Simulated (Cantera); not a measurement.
Standard-state values (1 bar) from the NASA 1993 polynomials, evaluated with Cantera. Values are per mole of reaction as written; species without (g) are pure solids or liquids, kept so even where they would boil at 1 bar.

Problem. Between 1000 and 1400 K, where is each reaction favourable under standard conditions?
- Cs(g) + Cl(g) = CsCl

Solution. 
- Cs(g) + Cl(g) = CsCl: ΔG° is -411 kJ at 1000 K and -334 kJ at 1400 K; it stays negative (K > 1). ΔH° is -594 kJ and ΔS° -186 J/K at 1400 K.
